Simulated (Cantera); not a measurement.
Input (Python, Cantera) and output of one run.

```python
import numpy as np
import cantera as ct

gas_names = """
    B BN BO BO2 B2 B2O B2O2 B2O3 N NO NO2 NO3 N2 N2O O O2 O3
""".split()
cond_names = """
    B(b) B(L) BN(s) B2O3(L)
""".split()


# ... load() reads the species with a 1 bar reference pressure and builds the phases ...
atoms = {
    'BN': {'B': 1, 'N': 1},
    'O2': {'O': 2},
    'N2': {'N': 2},
}
top_T = {'BN(s)': 3200}  # K; cautious upper limits of use, not melting points


# ... equilibrate(T, P, feed) seeds the gas with the atoms and calls Mixture.equilibrate('TP', solver="vcs", rtol=1e-11, max_steps=5000) ...
results = []
feed = {'BN': 1, 'O2': 0.27, 'N2': 0.34}  # mol
P = 740  # Pa
for T in [1473, 1523, 1573, 1623, 1673, 1723, 1773, 1823, 1873, 1923, 1973, 2023, 2073]:
    mix = equilibrate(T, P, feed)
    results.append((T, P, feed, dict(zip(mix.species_names, mix.species_moles))))

top = {s: max(r[3][s] / sum(r[3][g] for g in gas_names) for r in results) for s in gas_names}
cols = sorted((s for s in top if top[s] > 1e-06), key=lambda s: -top[s])[:8]
seen = [c for c in cond_names if any(r[3].get(c, 0) > 1e-12 for r in results)]
print("log10 of partial pressures in bar; condensed amounts in mol")
print(f"{'T/K':>10s}" + "".join(f"{s[:9]:>10s}" for s in cols + seen))
for T, P, feed, n in results:
    ng = sum(n[g] for g in gas_names)
    print(f"{T:10.4g}" + "".join(f"{np.log10(max(n[s] / ng * P / 1e5, 1e-99)):10.3f}" for s in cols)
          + "".join(f"{n.get(c, 0):10.4g}" for c in seen))
```

Result:

```
log10 of partial pressures in bar; condensed amounts in mol
       T/K        N2      B2O3      B2O2        BO       B2O       BO2         B     BN(s)   B2O3(L)
      1473    -2.132    -4.908    -6.398    -7.115   -12.987    -9.518   -15.295      0.64    0.1791
      1523    -2.133    -4.463    -5.791    -6.552   -12.029    -8.997   -14.354    0.6399    0.1775
      1573    -2.136    -4.047    -5.223    -6.026   -11.132    -8.510   -13.473    0.6397    0.1733
      1623    -2.145    -3.658    -4.689    -5.532   -10.289    -8.054   -12.644    0.6389     0.163
      1673    -2.166    -3.294    -4.184    -5.066    -9.488    -7.629   -11.859    0.6364    0.1375
      1723    -2.218    -2.952    -3.700    -4.622    -8.715    -7.234   -11.104    0.6278    0.0708
      1773    -2.267    -2.820    -3.369    -4.267    -8.048    -6.989   -10.391      0.61         0
      1823    -2.272    -2.882    -3.195    -4.002    -7.509    -6.874    -9.739    0.5934         0
      1873    -2.278    -2.973    -3.052    -3.761    -7.010    -6.787    -9.122    0.5719         0
      1923    -2.285    -3.100    -2.944    -3.547    -6.550    -6.733    -8.536    0.5467         0
      1973    -2.294    -3.269    -2.872    -3.360    -6.128    -6.713    -7.979    0.5213         0
      2023    -2.303    -3.478    -2.837    -3.198    -5.744    -6.727    -7.450    0.4993         0
      2073    -2.313    -3.722    -2.833    -3.059    -5.394    -6.770    -6.946    0.4829         0
```

These are equilibrium values from Cantera (NASA tables, ideal gas, pure condensed phases), not measurements of a reactor. Mutual solubility and eutectic melting of coexisting phases are not modelled.
